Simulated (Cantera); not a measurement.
Charge: 1 mol AlCl3, 1.1 mol N2, 4.2 mol H2, 0.67 mol H2O, equilibrated at 2048.15 K and 0.0950 bar.

Equilibrium computed with Cantera from the NASA thermochemical tables; the gas is ideal and each condensed phase is pure. Candidate condensed phases: Al, AlCl3, AlN, Al2O3, H2O, NH4Cl; 45 gas species. The tables' values for AlCl2 are old estimates; treat these amounts as uncertain. Kinetics and transport are ignored.

Base state: H2 0.499, HCl 0.275, N2 0.145, AlCl 0.0423, AlCl2 0.0178, AlCl3 0.0132, H 0.00514, Cl 0.00209 (mole fractions); condensed: Al2O3(s).

Question: What changes in the equilibrium state with this change: AlCl3 replaced by Al?

Answer: 
| species | before | after |
|---|---|---|
| H2 | 0.499 | 0.837 |
| N2 | 0.145 | 0.147 |
| H | 0.00514 | 0.00665 |
| HCl | 0.275 | 0 |
| AlCl | 0.0423 | 0 |
| AlCl2 | 0.0178 | 0 |
| AlCl3 | 0.0132 | 0 |
| Al | 1.61e-5 | 0.00445 |
| Cl | 0.00209 | 0 |
| AlOCl | 0.000110 | 0 |
| Al2O | 2.42e-6 | 0.00437 |
| AlH | 8.84e-7 | 0.000317 |
| H2O | 0.000894 | 3.53e-5 |
| Al2O3(s), mol | 0.221 | 0.215 |
| AlN(s), mol | 0 | 0.492 |
Mutual solubility and eutectic melting of coexisting phases are not modelled. The tables' values for AlOH are old estimates; treat these amounts as uncertain. Condensed phases not in the tables: aluminium oxynitride.

Question: What changes in the equilibrium state with this change: temperature from 2048.15 K to 1525 K?

Answer: 
| species | before | after |
|---|---|---|
| H2 | 0.499 | 0.581 |
| HCl | 0.275 | 0.190 |
| N2 | 0.145 | 0.153 |
| AlCl3 | 0.0132 | 0.0734 |
| AlCl | 0.0423 | 0.000697 |
| AlCl2 | 0.0178 | 0.00269 |
| Al | 1.61e-5 | 1.23e-9 |
| AlOCl | 0.000110 | 6.97e-8 |
| Al2O3(s), mol | 0.221 | 0.223 |

Question: What changes in the equilibrium state with this change: AlCl3 replaced by Al(CH3)3?

Answer: 
```tsv
species	before	after
H2	0.499	0.861
CO	0	0.0619
N2	0.145	0.0574
HCl	0.275	0
AlCl	0.0423	0
AlCl2	0.0178	0
AlCl3	0.0132	0
Al	1.61e-5	0.00713
HCN	0	0.00395
Cl	0.00209	0
C2H2 (acetylene)	0	0.000904
HNC	0	0.000244
AlOCl	0.000110	0
Al2O3(s), mol	0.221	0
AlN(s), mol	0	0.914
C(graphite), mol	0	2.27
```
The feed counts by its element totals alone. Further candidate phases: C, C6H6, C7H8, C8H18.
